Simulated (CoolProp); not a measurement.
Vapour-liquid equilibrium of R134a (1) + R124 (2) at 1.01 MPa; x and y are mole fractions of (1).

Model: multi-fluid Helmholtz-energy mixture model, Tillner-Roth 1994 and de Vries 1995; pair parameters Bell 2016, in CoolProp.

| x | bubble temperature, mixture model (K) | bubble temperature, Raoult's law (K) | y, mixture model | y, Raoult's law |
|---|---|---|---|---|
| 0.05 | 332.1 | 332.3 | 0.078 | 0.082 |
| 0.125 | ? | 330.3 | 0.185 | 0.194 |
| 0.2 | 327.7 | 328.4 | 0.283 | 0.297 |
| 0.275 | 325.7 | 326.6 | 0.372 | 0.391 |
| 0.35 | 323.9 | 324.9 | 0.455 | 0.477 |
| 0.425 | 322.2 | 323.3 | 0.531 | 0.557 |
| 0.5 | 320.7 | 321.7 | ? | 0.630 |
| 0.575 | 319.3 | 320.3 | 0.668 | 0.697 |
| 0.65 | 318.0 | 318.8 | 0.731 | 0.760 |
| 0.725 | 316.7 | 317.5 | 0.791 | 0.818 |
| 0.8 | 315.6 | 316.2 | 0.849 | 0.872 |
| 0.875 | ? | 314.9 | 0.906 | 0.923 |
| 0.95 | 313.5 | 313.7 | 0.963 | 0.970 |

Q: Complete the blanks.

A: 
- 0.125, bubble temperature, mixture model (K): 329.8
- 0.5, y, mixture model: 0.601
- 0.875, bubble temperature, mixture model (K): 314.5

The largest gap from Raoult's law is -1.1 K in bubble temperature, at x = 0.425. No azeotrope shows between x = 0.05 and 0.95.

The pair parameters rest on a limited set of measurements; away from them the model extrapolates.
